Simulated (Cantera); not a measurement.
Charge: 1 mol SiCl4, 2.9 mol O3, 38 mol H2, at 1400 K and 133 Pa.

Equilibrium computed with Cantera from the NASA thermochemical tables; the gas is ideal and each condensed phase is pure. Candidate condensed phases: H2O, Si, SiO2; 30 gas species. The tables hold silica as quartz up to 1696 K and as liquid above; real silica turns to tridymite and cristobalite and melts near 1996 K. Equilibrium is a limit: real reactors are often held back by kinetics, nucleation or transport.

Base state: H2 0.732, H2O 0.167, HCl 0.1000, H 0.000114, Cl 1.28e-5 (mole fractions); condensed: SiO2(β-quartz).

**Question.** What changes in the equilibrium state with this change: SiCl4 replaced by HMDSO?

**Answer.** 
| species | before | after |
|---|---|---|
| H2 | 0.732 | 0.882 |
| CO | 0 | 0.113 |
| SiO | 2.52e-7 | 0.00564 |
| H2O | 0.167 | 9.01e-6 |
| HCl | 0.1000 | 0 |
| Cl | 1.28e-5 | 0 |
| H | 0.000114 | 0.000125 |
| SiO2(β-quartz), mol | 1.000 | 1.70 |
The feed counts by its element totals alone. Further candidate phases: C, C6H6, C7H8, C8H18, SiC.

**Question.** What changes in the equilibrium state with this change: SiCl4 replaced by TEOS?

**Answer.** 
```csv
species,before,after
H2,0.732,0.812
CO,0,0.139
H2O,0.167,0.0447
HCl,0.1000,0
CO2,0,0.00353
Cl,1.28e-5,0
H,0.000114,0.000120
"SiO2(β-quartz), mol",1.000,1.000
```
The feed counts by its element totals alone. Further candidate phases: C, C6H6, C7H8, C8H18, SiC.

**Question.** What changes in the equilibrium state with this change: H2 from 38 to 4.6 mol?

**Answer.** 
```json
[
 {"species": "HCl", "before": "0.1000", "after": "0.442"},
 {"species": "H2O", "before": "0.167", "after": "0.308"},
 {"species": "O2", "before": "<1e-9", "after": "0.231"},
 {"species": "H2", "before": "0.732", "after": "7.93e-6"},
 {"species": "Cl", "before": "1.28e-5", "after": "0.0172"},
 {"species": "Cl2", "before": "<1e-9", "after": "0.000490"},
 {"species": "O", "before": "<1e-9", "after": "1.25e-5"},
 {"species": "OH", "before": "5.18e-7", "after": "0.000290"},
 {"species": "SiO2(β-quartz), mol", "before": "1.000", "after": "1.00"}
]
```
